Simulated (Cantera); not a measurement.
# Moist CO burnout

An isothermal, constant-pressure homogeneous reactor starts with 1.05 % CO, 3.16 % O₂, 0.0412 % H₂O, 95.7 % N₂, equivalence ratio 0.17, at 1273 K and 38000 Pa.

Computed with Cantera and GRI-Mech 3.0 (53 species, 325 reactions).

| t (s) | x CO | x O₂ | x H₂O | x H₂O₂ | x OH | x CO₂ |
|---|---|---|---|---|---|---|
| 1.00e-6 | 0.0105 | 0.0316 | 0.000412 | <1e-12 | <1e-12 | 1.86e-11 |
| 3.74e-6 | 0.0105 | 0.0316 | 0.000412 | <1e-12 | <1e-12 | 6.95e-11 |
| 1.40e-5 | 0.0105 | 0.0316 | 0.000412 | <1e-12 | <1e-12 | 2.60e-10 |
| 5.23e-5 | 0.0105 | 0.0316 | 0.000412 | <1e-12 | 2.30e-12 | 9.73e-10 |
| 0.000196 | 0.0105 | 0.0316 | 0.000412 | <1e-12 | 2.40e-11 | 3.66e-9 |
| 0.000731 | 0.0105 | 0.0316 | 0.000412 | <1e-12 | 2.88e-10 | 1.45e-8 |
| 0.00273 | 0.0105 | 0.0316 | 0.000412 | <1e-12 | 4.39e-9 | 9.63e-8 |
| 0.0102 | 0.0105 | 0.0316 | 0.000411 | 1.43e-10 | 8.88e-7 | 1.56e-5 |
| 0.0382 | 0.00274 | 0.0274 | 0.000343 | 1.11e-8 | 5.36e-5 | 0.00783 |
| 0.143 | 0.000172 | 0.0265 | 0.000405 | 2.40e-9 | 1.47e-5 | 0.0104 |
| 0.535 | 1.11e-5 | 0.0265 | 0.000412 | 2.22e-10 | 4.15e-6 | 0.0106 |
| 2.00 | 6.04e-7 | 0.0265 | 0.000413 | 2.30e-11 | 1.32e-6 | 0.0106 |
x: mole fraction; the columns are a selection and need not sum to one.

Equilibrium at this temperature and pressure: CO 9.37e-9, O₂ 0.0264, H₂O 0.000414, H₂O₂ 1.84e-12, OH 3.73e-7, CO₂ 0.0106 (gas phase only).
